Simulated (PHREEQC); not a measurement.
A solution holds 0.0068 mol HBr and 0.0033 mol MnSO4 per kg of water, at 86 °C. Closed to the air; pH follows from the charge balance.

Model: Pitzer model, pitzer.dat, run in PHREEQC.

Task: The ionic strength comes out as 0.0161 mol/kgw. What activity coefficients do SO4-2, H+, Mn+2, HSO4-, Br- get?

Result: SO4-2 0.49, H+ 0.87, Mn+2 0.53, HSO4- 0.86, Br- 0.86. Single-ion values are on the MacInnes scale.

No solid was allowed to form. Species that the database lacks are ignored. Away from 25 °C the constants follow the database's enthalpies or fits; those with neither stay at their 25 °C values.
